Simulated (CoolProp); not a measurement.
Values from CoolProp's reference Helmholtz-energy equation of state, Thol 2015.

Question: For octamethylcyclotetrasiloxane (D4), give the phase and the density (kg/m³), cp (kJ/(kg K)), cv (kJ/(kg K)), fugacity coefficient at 330.85 °C and 13.5 MPa.

Answer: 
- 330.85 °C and 13.5 MPa: supercritical; density 662, cp 2.22, cv 2.02, fugacity coefficient 0.257
